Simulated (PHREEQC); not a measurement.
0.55 g of hydrous ferric oxide (600 m²/g; 0.2 weak and 0.005 strong sites per Fe, Dzombak-Morel constants, diffuse double layer) in 1 kg of water with 0.01 mol/kgw of an inert sodium salt and 9.5e-06 mol Ag2SO4, 1.5e-05 mol CuSO4 and 0.00036 mol NiCl2, at 25 °C; the pH is set by adding NaOH or the inert anion's acid. Oxygen is held at 0.21 atm. The system is closed to CO2. No solid was allowed to form.

Base run: PHREEQC, ion-association model, wateq4f.dat. Each further column changes one thing. The table gives Cu sorbed (%).

```tsv
pH	base	no electrostatic term (-no_edl)	background salt from 0.01 to 0.001 mol/kgw	oxide from 0.55 to 2.8 g/kgw
3	0.1	0.1	0.1	0.4
3.67	1.5	2.1	1.4	7.1
4.33	18.0	28.5	15.8	52.9
5.67	95.5	98.3	95.2	99.3
6.33	99.3	99.8	99.3	99.9
7	99.8	100.0	99.8	100.0
7.67	99.6	100.0	99.6	100.0
8.33	99.4	99.8	99.3	100.0
9.67	99.0	85.0	99.2	100.0
10.33	98.7	23.9	99.0	100.0
11	97.6	1.7	98.6	99.9
```

In at least one series the solution becomes supersaturated in solids that the run did not let form, among them Ni(OH)2, Cerargyrite. The database's constant for dissolved Cu(OH)2 is higher than later reviews accept. The oxide is taken as insoluble; below pH 4 it would dissolve.
